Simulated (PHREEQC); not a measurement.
1 kg of water holding 0.025 mol/kgw Na2SO4, 0.079 mol/kgw NaCl, 0.22 mol/kgw Na2CO3 and 0.027 mol/kgw NaOH is evaporated at 20 °C; the solids stay in contact with the brine. CO2 from the air is kept out. The run lets Burkeite, Halite, Mirabilite, Nahcolite, Natron, Thenardite, Trona precipitate or redissolve, and no other solid.

Model: Pitzer model, pitzer.dat, run in PHREEQC.

```json
[
 {"water left (kg)": "1", "ionic strength": "0.841", "water activity": "0.987", "Natron (mol)": "0", "Halite (mol)": "0", "Burkeite (mol)": "0"},
 {"water left (kg)": "0.8219", "ionic strength": "1.02", "water activity": "0.984", "Natron (mol)": "0", "Halite (mol)": "0", "Burkeite (mol)": "0"},
 {"water left (kg)": "0.6755", "ionic strength": "1.24", "water activity": "0.981", "Natron (mol)": "0", "Halite (mol)": "0", "Burkeite (mol)": "0"},
 {"water left (kg)": "0.5552", "ionic strength": "1.51", "water activity": "0.977", "Natron (mol)": "0", "Halite (mol)": "0", "Burkeite (mol)": "0"},
 {"water left (kg)": "0.4563", "ionic strength": "1.84", "water activity": "0.972", "Natron (mol)": "0", "Halite (mol)": "0", "Burkeite (mol)": "0"},
 {"water left (kg)": "0.375", "ionic strength": "2.24", "water activity": "0.967", "Natron (mol)": "0", "Halite (mol)": "0", "Burkeite (mol)": "0"},
 {"water left (kg)": "0.3082", "ionic strength": "2.73", "water activity": "0.960", "Natron (mol)": "0", "Halite (mol)": "0", "Burkeite (mol)": "0"},
 {"water left (kg)": "0.2534", "ionic strength": "3.32", "water activity": "0.952", "Natron (mol)": "0", "Halite (mol)": "0", "Burkeite (mol)": "0"},
 {"water left (kg)": "0.2082", "ionic strength": "4.04", "water activity": "0.941", "Natron (mol)": "0", "Halite (mol)": "0", "Burkeite (mol)": "0"},
 {"water left (kg)": "0.1711", "ionic strength": "4.91", "water activity": "0.928", "Natron (mol)": "0", "Halite (mol)": "0", "Burkeite (mol)": "0"},
 {"water left (kg)": "0.1407", "ionic strength": "5.98", "water activity": "0.911", "Natron (mol)": "0", "Halite (mol)": "0", "Burkeite (mol)": "0"},
 {"water left (kg)": "0.1156", "ionic strength": "7.27", "water activity": "0.889", "Natron (mol)": "0", "Halite (mol)": "0", "Burkeite (mol)": "0"},
 {"water left (kg)": "0.09503", "ionic strength": "8.85", "water activity": "0.859", "Natron (mol)": "0", "Halite (mol)": "0", "Burkeite (mol)": "0"},
 {"water left (kg)": "0.07625", "ionic strength": "10.6", "water activity": "0.819", "Natron (mol)": "0.0102", "Halite (mol)": "0", "Burkeite (mol)": "0"},
 {"water left (kg)": "0.05246", "ionic strength": "12.3", "water activity": "0.765", "Natron (mol)": "0.0651", "Halite (mol)": "0", "Burkeite (mol)": "0"},
 {"water left (kg)": "0.03833", "ionic strength": "13.8", "water activity": "0.703", "Natron (mol)": "0.0801", "Halite (mol)": "0", "Burkeite (mol)": "0.00795"},
 {"water left (kg)": "0.03714", "ionic strength": "16.8", "water activity": "0.641", "Natron (mol)": "0.0345", "Halite (mol)": "0.0141", "Burkeite (mol)": "0.0108"}
]
```

Natron from water left = 0.07625 kg (pH 13.81); Burkeite from water left = 0.03833 kg (pH 14.20); Halite from water left = 0.03714 kg (pH 14.32).

Species that the database lacks are ignored.
